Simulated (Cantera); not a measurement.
Feed: 1 mol MgO, 2.7 mol CO, 0.3 mol H2, equilibrated at 2598.15 K and 1.33 mbar.

Equilibrium computed with Cantera from the NASA thermochemical tables; the gas is ideal and each condensed phase is pure. Candidate condensed phases: C, C6H6, C7H8, C8H18, H2O, Mg, MgCO3, MgO, Mg(OH)2; 116 gas species. The tables' values for MgH are old estimates; treat these amounts as uncertain. The numbers say what is thermodynamically allowed, not how fast it happens.

Base state: CO 0.514, Mg 0.205, O 0.0960, H 0.0891, CO2 0.0469, O2 0.0231, OH 0.0121, H2 0.00729 (mole fractions); condensed: gas only.

**Question.** What changes in the equilibrium state with this change: CO from 2.7 to 11 mol?

**Answer.** 
| species | before | after |
|---|---|---|
| CO | 0.514 | 0.810 |
| Mg | 0.205 | 0.0760 |
| H | 0.0891 | 0.0400 |
| O | 0.0960 | 0.0375 |
| O2 | 0.0231 | 0.00353 |
| OH | 0.0121 | 0.00213 |
| CO2 | 0.0469 | 0.0289 |
| MgOH | 0.000107 | 6.92e-6 |
| H2O | 0.00430 | 0.000339 |
| MgO | 0.00199 | 0.000288 |

**Question.** What changes in the equilibrium state with this change: pressure from 1.33 mbar to 96.0 Pa?

**Answer.** 
```csv
species,before,after
CO,0.514,0.514
Mg,0.205,0.203
O,0.0960,0.109
CO2,0.0469,0.0382
H,0.0891,0.0946
OH,0.0121,0.0105
O2,0.0231,0.0213
MgOH,0.000107,6.56e-5
H2O,0.00430,0.00284
```
